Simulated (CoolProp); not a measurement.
The fluid at 575.41 K and 10.9 MPa flows at 2.1 m/s in a round tube of 100 mm bore and 45 µm roughness, fully developed (64/Re and Nu = 3.66 if laminar; Colebrook and Gnielinski if turbulent). The same conditions are run with several fluids, on thermodynamics alone (safety and materials aside).

Computed with CoolProp (reference Helmholtz-energy equation of state of each fluid (sulfur hexafluoride: Guder 2009; ethane: Bücker 2006; methanol: de Reuck 1993; n-hexane: Thol 2019; benzene: Thol 2012)).

Q: Rank sulfur hexafluoride, ethane, methanol, n-hexane, benzene by Reynolds number, highest first.

A: sulfur hexafluoride (2170000), benzene (1640000), n-hexane (1540000), methanol (1050000), ethane (779000)

```
fluid                Darcy friction factor  pressure drop (Pa/m)  heat-transfer coefficient (W/(m² K))  mass flow (kg/h)
-------------------  ---------------------  --------------------  ------------------------------------  ----------------
sulfur hexafluoride                 0.0166                   126                                  1650             20500
ethane                              0.0170                  27.0                                  1070              4270
methanol                            0.0168                  41.3                                  2160              6610
n-hexane                            0.0167                   133                                  4020             21500
benzene                             0.0167                   193                                  4350             31200
```

Transport values come from each fluid's own correlations.
